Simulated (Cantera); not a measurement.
Input (Python, Cantera) and output of one run.

```python
import numpy as np
import cantera as ct

gas_names = """
    PbI2
""".split()
cond_names = """
    I2(cr) I2(L) Pb(cr) Pb(L)
""".split()


# ... load() reads the species with a 1 bar reference pressure and builds the phases ...
species = {s.name: s for s in load("nasa_gas.yaml", gas_names) + load("nasa_condensed.yaml", cond_names)}
# Each term lists the table entries of one substance; the one whose range holds T is used.
reactions = {
    'PbI2(g) = I2 + Pb':
        [(-1, ['PbI2']), (1, ['I2(cr)', 'I2(L)']), (1, ['Pb(cr)', 'Pb(L)'])],
}


def pick(names, T):
    return next(species[n] for n in names if species[n].thermo.min_temp <= T <= species[n].thermo.max_temp)


results = []
for label, terms in reactions.items():
    print(label)
    print("     T/K   dH/kJ  dS/(J/K)   dG/kJ   log10 K")
    for T in [300, 373, 398, 423, 448, 473, 498, 523, 548]:
        used = [(nu, pick(names, T)) for nu, names in terms]
        dH = sum(nu * s.thermo.h(T) for nu, s in used) / 1e6
        dS = sum(nu * s.thermo.s(T) for nu, s in used) / 1e3
        dG = dH - T * dS / 1e3
        logK = -dG * 1e6 / (ct.gas_constant * T * np.log(10))
        results.append((label, T, dH, dS, dG, logK, [s.name for _, s in used]))
        print(f"{T:8g} {dH:8.1f} {dS:8.1f} {dG:8.1f} {logK:8.2f}")
```

It prints:

```
PbI2(g) = I2 + Pb
     T/K   dH/kJ  dS/(J/K)   dG/kJ   log10 K
     300      3.2   -178.5     56.8    -9.88
     373      5.1   -172.8     69.6    -9.74
     398     21.8   -129.8     73.4    -9.64
     423     23.0   -126.7     76.6    -9.46
     448     24.3   -123.9     79.8    -9.30
     473     25.5   -121.2     82.8    -9.15
     498     26.8   -118.6     85.8    -9.00
     523     28.0   -116.1     88.8    -8.86
     548     29.3   -113.7     91.6    -8.73
```

Standard-state values (1 bar) from the NASA 1993 polynomials, evaluated with Cantera. Condensed species are held in their standard states even where they would react or evaporate.
